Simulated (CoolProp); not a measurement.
Properties of octamethyltrisiloxane (MDM) along the isobar 0.14 MPa (Tc = 292.2 °C, pc = 1.438 MPa, ω = 0.528).

Values from CoolProp's reference Helmholtz-energy equation of state, Thol 2017.

| T (°C) | phase | density (kg/m³) | cp (kJ/(kg K)) | fugacity coefficient |
|---|---|---|---|---|
| -53.85 | liquid | 892.9 | 1.650 | 1.797e-6 |
| -44.45 | liquid | 883.7 | 1.659 | 6.275e-6 |
| -34.95 | liquid | 874.5 | 1.671 | 1.969e-5 |
| -25.45 | liquid | 865.2 | 1.685 | 5.558e-5 |
| -16.05 | liquid | 856.0 | 1.700 | 0.0001415 |
| -6.55 | liquid | 846.7 | 1.717 | 0.0003353 |
| 2.85 | liquid | 837.5 | 1.735 | 0.0007322 |
| 12.35 | liquid | 828.1 | 1.755 | 0.001511 |
| 21.85 | liquid | 818.6 | 1.776 | 0.002939 |
| 31.25 | liquid | 809.2 | 1.797 | 0.005389 |
| 40.75 | liquid | 799.6 | 1.820 | 0.009489 |
